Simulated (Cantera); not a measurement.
Feed: 1 mol TiC, 0.29 mol C, 0.15 mol H₂, at 2150 K and 13300 Pa.

Method: chemical equilibrium by Gibbs-energy minimisation in Cantera with the NASA 1993 tables (ideal gas, pure condensed phases). Candidate condensed phases: C, C₆H₆, C₇H₈, C₈H₁₈, Ti, TiC; 77 gas species. TiC: taken at fixed stoichiometry. Rates play no part.

Base state: H₂ 0.987, H 0.0115, C₂H₂ (acetylene) 0.00191, CH₄ 3.81e-5 (mole fractions); condensed: C(graphite) + TiC(s).

Question: What changes in the equilibrium state with this change: temperature from 2150 K to 2748.15 K?

Answer: 
```json
[
 {"species": "H₂", "before": "0.987", "after": "0.809"},
 {"species": "H", "before": "0.0115", "after": "0.167"},
 {"species": "C₂H₂ (acetylene)", "before": "0.00191", "after": "0.0226"},
 {"species": "Ti", "before": "8.49e-8", "after": "0.000204"},
 {"species": "C₃", "before": "6.42e-9", "after": "0.000124"},
 {"species": "C₂", "before": "<1e-9", "after": "1.19e-5"},
 {"species": "C", "before": "4.61e-9", "after": "2.77e-5"},
 {"species": "C(graphite), mol", "before": "0.289", "after": "0.282"},
 {"species": "TiC(s), mol", "before": "1.00", "after": "1.000"}
]
```
